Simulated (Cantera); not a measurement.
**Stirred combustor or abatement burner**

A perfectly stirred reactor is fed with H₂ : O₂ : N₂ : H₂O = 1 : 0.417 : 1.57 : 0.079 (molar parts), equivalence ratio 1.2, at 1.40 bar; it is adiabatic with a 750 K inlet, and is followed from long to short residence time, starting on the burning branch (τ in s: 0.044, 0.024, 0.013, 0.0074, 0.0041, 0.0023, 0.0013, 0.0007, 0.00039, 0.00022, 0.00012, 6.7e-05).

Cantera simulation using the H2/O2 subset of GRI-Mech 3.0, which has no nitrogen chemistry; the numbers are that mechanism's predictions, not measurements.

```
τ (s)    T (K)    x H₂     x O₂  x H₂O       x O    x HO₂   x H₂O₂
-------  -----  ------  -------  -----  --------  -------  -------
0.044     2578  0.0662  0.00148  0.328  0.000724  8.59e-7  1.26e-7
0.024     2574  0.0663  0.00156  0.328  0.000760  9.04e-7  1.30e-7
0.013     2567  0.0666  0.00170  0.327  0.000825  9.85e-7  1.36e-7
0.0074    2556  0.0670  0.00192  0.325  0.000929  1.11e-6  1.45e-7
0.0041    2538  0.0677  0.00230  0.323   0.00111  1.33e-6  1.60e-7
0.0023    2510  0.0687  0.00288  0.320   0.00141  1.66e-6  1.79e-7
0.0013    2471  0.0701  0.00374  0.315   0.00186  2.15e-6  2.04e-7
0.00070   2412  0.0720  0.00505  0.309   0.00261  2.92e-6  2.39e-7
0.00039   2340  0.0741  0.00670  0.301   0.00360  3.99e-6  2.86e-7
0.00022   2253  0.0763  0.00870  0.292   0.00485  5.47e-6  3.56e-7
0.00012   2147  0.0784   0.0112  0.282   0.00641  7.68e-6  4.77e-7
6.7e-5    2034  0.0801   0.0140  0.272   0.00802  1.06e-5  6.79e-7
```
x: mole fraction; the columns are a selection and need not sum to one.
